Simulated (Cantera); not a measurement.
Input: 1 mol CsOH, 0.22 mol H2, held at 1.40 bar.

Equilibrium computed with Cantera from the NASA thermochemical tables; the gas is ideal and each condensed phase is pure. Candidate condensed phases: Cs, CsOH, H2O; 15 gas species. Kinetics and transport are ignored.

x: gas mole fraction; nothing condenses.

```json
[
 {"T (K)": "1600", "x CsOH": "0.664", "x Cs": "0.109", "x H2O": "0.109", "x H2": "0.116", "x Cs2(OH)2": "0.00145", "x H": "___"},
 {"T (K)": "1700", "x CsOH": "0.642", "x Cs": "0.125", "x H2O": "0.126", "x H2": "0.106", "x Cs2(OH)2": "0.000634", "x H": "___"},
 {"T (K)": "1800", "x CsOH": "0.619", "x Cs": "0.142", "x H2O": "0.142", "x H2": "0.0967", "x Cs2(OH)2": "0.000302", "x H": "___"},
 {"T (K)": "1900", "x CsOH": "0.598", "x Cs": "0.157", "x H2O": "0.157", "x H2": "0.0876", "x Cs2(OH)2": "0.000155", "x H": "___"},
 {"T (K)": "2000", "x CsOH": "0.578", "x Cs": "0.171", "x H2O": "0.171", "x H2": "0.0791", "x Cs2(OH)2": "8.43e-5", "x H": "___"},
 {"T (K)": "2100", "x CsOH": "0.559", "x Cs": "0.184", "x H2O": "0.184", "x H2": "0.0712", "x Cs2(OH)2": "4.86e-5", "x H": "___"},
 {"T (K)": "2200", "x CsOH": "0.542", "x Cs": "0.196", "x H2O": "0.196", "x H2": "0.0639", "x Cs2(OH)2": "2.94e-5", "x H": "___"}
]
```

Problem. Some entries are withheld; supply them.

Solution. 
- 1600, x H: 1.57e-5
- 1700, x H: 4.06e-5
- 1800, x H: 9.41e-5
- 1900, x H: 0.000198
- 2000, x H: 0.000387
- 2100, x H: 0.000703
- 2200, x H: 0.00120
